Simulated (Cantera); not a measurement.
Feed: 1 mol Fe(CO)₅, a varied amount of N₂, equilibrated at 1100 K and 13.3 mbar.

Cantera equilibrium calculation (NASA polynomials, part measured and part estimated; ideal gas, pure solids and liquids). Candidate condensed phases: C, Fe, Fe(CO)₅, FeO, Fe₂O₃, Fe₃O₄; 27 gas species. Condensed phases not in the tables: cementite and carbon dissolved in iron. Kinetics and transport are ignored.

x: gas mole fraction; n: condensed amount in mol.

```
n(N₂) (mol)   x N₂    x CO     x CO₂  n C(graphite)  n Fe(α)
-----------  -----  ------  --------  -------------  -------
2.4          0.324   0.675  0.000536        0.00396     1.00
8            0.615   0.384  0.000174        0.00226     1.00
14           0.737   0.263   8.14e-5        0.00155     1.00
19           0.792   0.208   5.10e-5        0.00122     1.00
25           0.833     [?]       [?]            [?]     1.00
30           0.857   0.143   2.40e-5       0.000840     1.00
36           0.878   0.122   1.75e-5       0.000717     1.00
41           0.891   0.109   1.39e-5       0.000639     1.00
47           0.904     [?]       [?]            [?]     1.00
53           0.914  0.0862   8.74e-6       0.000507     1.00
58           0.921  0.0794   7.41e-6              0     1.00
64           0.928  0.0725   6.18e-6              0     1.00
```

What belongs in the gaps?


- 25, x CO: 0.167
- 25, x CO₂: 3.27e-5
- 25, n C(graphite): 0.000980
- 47, x CO: 0.0961
- 47, x CO₂: 1.09e-5
- 47, n C(graphite): 0.000565
